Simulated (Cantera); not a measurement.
What does this Cantera script print?

```python
import numpy as np
import cantera as ct

gas = ct.Solution("gri30.yaml")
gas.TPX = 1050, 17, {'C2H6': 1, 'N2': 58}
reactor = ct.IdealGasConstPressureReactor(gas, energy="off", clone=False)
net = ct.ReactorNet([reactor])
net.rtol, net.atol = 1e-08, 1e-18
show = ['C2H6', 'CH4', 'CH3', 'C2H4', 'HCN', 'H2', 'H']
times = np.geomspace(4e-06, 100, 9)

steps = ct.SolutionArray(gas, extra=["t"])
rows = []
print(f"{'t/s':>10s}{'T/K':>9s}{'P/Pa':>11s}" + "".join(f"{s:>11s}" for s in show))
for t in times:
    while net.time < t:
        t_next = net.step()
        steps.append(gas.state, t=t_next)
    rows.append([np.interp(t, steps.t, y) for y in (steps.T, steps.P, *steps(*show).X.T)])
    print(f"{t:10.3e}{rows[-1][0]:9.1f}{rows[-1][1]:11.4g}" + "".join(f"{x:11.3e}" for x in rows[-1][2:]))
rate = np.gradient(steps.T, steps.t)
print("integrator steps:", len(steps.t))
if steps.T.max() > steps.T[0] + 200:
    print(f"time of steepest temperature rise: {steps.t[rate.argmax()]:.4e} s")
gas.TPX = 1050, 17, {'C2H6': 1, 'N2': 58}
gas.equilibrate("TP")
print(f"equilibrium (TP): T = {gas.T:.1f} K  " + "  ".join(f"{s} {gas[s].X[0]:.3e}" for s in show))
```

It prints:

```
       t/s      T/K       P/Pa       C2H6        CH4        CH3       C2H4        HCN         H2          H
 4.000e-06   1050.0         17  1.695e-02  5.075e-18  7.167e-12  3.186e-21  6.291e-36  2.103e-20  1.286e-16
 3.364e-05   1050.0         17  1.695e-02  2.818e-16  6.026e-11  2.086e-19  1.634e-33  1.167e-18  1.080e-15
 2.828e-04   1050.0         17  1.695e-02  1.800e-14  5.067e-10  2.740e-17  6.765e-31  7.431e-17  9.045e-15
 2.378e-03   1050.0         17  1.695e-02  1.246e-12  4.260e-09  8.874e-15  3.316e-28  5.246e-15  8.008e-14
 2.000e-02   1050.0         17  1.695e-02  8.758e-11  3.575e-08  4.676e-12  1.940e-25  1.339e-12  3.980e-12
 1.682e-01   1050.0         17  1.695e-02  6.116e-09  2.952e-07  2.538e-09  8.031e-22  1.899e-09  6.444e-10
 1.414e+00   1050.0         17  1.695e-02  3.921e-07  2.145e-06  1.354e-06  9.276e-16  1.304e-06  4.780e-08
 1.189e+01   1050.0         17  1.666e-02  2.173e-05  1.490e-05  2.608e-04  1.305e-11  2.526e-04  7.029e-07
 1.000e+02   1050.0         17  9.828e-03  1.184e-03  4.995e-05  6.153e-03  2.547e-10  6.002e-03  2.113e-06
integrator steps: 467
equilibrium (TP): T = 1050.0 K  C2H6 3.772e-11  CH4 6.777e-05  CH3 4.181e-09  C2H4 5.746e-06  HCN 2.091e-02  H2 3.268e-02  H 1.132e-07
```

Detailed kinetics in Cantera: GRI-Mech 3.0 (53 species, 325 reactions). GRI-Mech 3.0 stops at C3 and has no aromatics, soot or wall deposition, so with more carbon than oxygen in the feed, carbon stays in small species such as C2H2 where larger ones or solid carbon would form. Radical loss at walls, strong at low pressure, is not modelled.
